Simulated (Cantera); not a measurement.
## Adiabatic ignition

An adiabatic, constant-pressure homogeneous reactor starts with 1.25 % C3H8, 8.12 % O2, 78.9 % N2, 11.8 % CO2, equivalence ratio 0.77, at 1100 K and 5700 Torr.

Cantera simulation using GRI-Mech 3.0 (53 species, 325 reactions); the numbers are that mechanism's predictions, not measurements.

```
t (s)     T (K)  x C3H8    x O2  x CO2     x NO    x C2H6
--------  -----  ------  ------  -----  -------  --------
7.00e-6    1100  0.0125  0.0812  0.118   <1e-12  1.49e-12
1.52e-5    1100  0.0125  0.0812  0.118   <1e-12  1.58e-11
3.31e-5    1100  0.0125  0.0812  0.118   <1e-12  1.69e-10
7.19e-5    1100  0.0125  0.0812  0.118   <1e-12   1.88e-9
0.000156   1100  0.0125  0.0812  0.118   <1e-12   2.26e-8
0.000340   1100  0.0125  0.0812  0.118   <1e-12   2.85e-7
0.000738   1100  0.0125  0.0812  0.118   <1e-12   2.18e-6
0.00161    1100  0.0125  0.0812  0.118   <1e-12   7.49e-6
0.00349    1100  0.0124  0.0812  0.118   <1e-12   1.96e-5
0.00758    1100  0.0122  0.0811  0.118   <1e-12   4.95e-5
0.0165     1101  0.0116  0.0808  0.118   <1e-12  0.000140
0.0358     1753  <1e-12  0.0184  0.153  2.92e-6    <1e-12
0.0779     1753  <1e-12  0.0184  0.153  3.63e-6    <1e-12
0.169      1753  <1e-12  0.0184  0.153  5.16e-6    <1e-12
0.368      1753  <1e-12  0.0184  0.153  8.49e-6    <1e-12
0.800      1753  <1e-12  0.0184  0.153  1.57e-5    <1e-12
```
x: mole fraction; the columns are a selection and need not sum to one.

| Quantity | Result |
|---|---|
| time of steepest temperature rise | 27.7 ms |
| temperature at 0.800 s | 1753 K |
| equilibrium temperature | 1751 K |
| x(C3H8) at 0.800 s | <1e-12 (gas-phase equilibrium <1e-12) |
| x(O2) at 0.800 s | 0.0184 (gas-phase equilibrium 0.0179) |
| x(CO2) at 0.800 s | 0.153 (gas-phase equilibrium 0.153) |
